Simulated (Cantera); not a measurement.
Charge: 1 mol SiF4, 0.66 mol H2O, held at 800 °C and 1.00 bar.

Cantera equilibrium calculation (NASA polynomials, part measured and part estimated; ideal gas, pure solids and liquids). Candidate condensed phases: H2O, Si, SiO2; 38 gas species. Rates play no part.

Base state: SiF4 0.474, HF 0.321, H2O 0.205 (mole fractions); condensed: SiO2(β-quartz).

**Question.** What changes in the equilibrium state with this change: temperature from 800 °C to 1152 °C?

**Answer.** 
| species | before | after |
|---|---|---|
| HF | 0.321 | 0.480 |
| SiF4 | 0.474 | 0.410 |
| H2O | 0.205 | 0.110 |
| H2 | 3.38e-7 | 2.23e-5 |
| O2 | 1.64e-7 | 1.04e-5 |
| SiO2(β-quartz), mol | 0.145 | 0.227 |
The tables hold silica as quartz up to 1696 K and as liquid above; real silica turns to tridymite and cristobalite and melts near 1996 K. Gases not in the tables: Si(OH)4.
